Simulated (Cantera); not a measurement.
Gas activation for diamond growth

An isothermal, constant-pressure homogeneous reactor starts with CH₄ : H₂ : CO₂ = 0.011 : 1 : 0.013 (molar parts), at 1725 K and 143 Torr.

Cantera simulation using GRI-Mech 3.0 (53 species, 325 reactions); the numbers are that mechanism's predictions, not measurements.

```json
[
 {"t (s)": "0.000600", "x CH₄": "0.0107", "x H₂": "0.976", "x CO₂": "0.0127", "x CH₂CO": "1.01e-12", "x CO": "2.37e-5"},
 {"t (s)": "0.00246", "x CH₄": "0.0107", "x H₂": "0.976", "x CO₂": "0.0123", "x CH₂CO": "1.60e-10", "x CO": "0.000378"},
 {"t (s)": "0.0101", "x CH₄": "0.0106", "x H₂": "0.973", "x CO₂": "0.00913", "x CH₂CO": "3.58e-9", "x CO": "0.00357"},
 {"t (s)": "0.0416", "x CH₄": "0.0101", "x H₂": "0.966", "x CO₂": "0.00214", "x CH₂CO": "1.45e-8", "x CO": "0.0105"},
 {"t (s)": "0.171", "x CH₄": "0.00841", "x H₂": "0.965", "x CO₂": "5.19e-5", "x CH₂CO": "3.08e-8", "x CO": "0.0126"},
 {"t (s)": "0.702", "x CH₄": "0.00507", "x H₂": "0.967", "x CO₂": "4.65e-5", "x CH₂CO": "5.72e-8", "x CO": "0.0127"},
 {"t (s)": "2.88", "x CH₄": "0.00228", "x H₂": "0.968", "x CO₂": "4.60e-5", "x CH₂CO": "7.12e-8", "x CO": "0.0133"},
 {"t (s)": "11.9", "x CH₄": "0.00150", "x H₂": "0.970", "x CO₂": "4.36e-5", "x CH₂CO": "4.95e-8", "x CO": "0.0152"},
 {"t (s)": "48.7", "x CH₄": "0.000948", "x H₂": "0.972", "x CO₂": "3.32e-5", "x CH₂CO": "1.61e-8", "x CO": "0.0189"},
 {"t (s)": "200", "x CH₄": "0.000399", "x H₂": "0.974", "x CO₂": "1.91e-5", "x CH₂CO": "2.37e-9", "x CO": "0.0219"}
]
```
x: mole fraction; the columns are a selection and need not sum to one.

Equilibrium at this temperature and pressure: CH₄ 1.66e-7, H₂ 0.975, CO₂ 1.27e-5, CH₂CO <1e-12, CO 0.0229 (gas phase only).
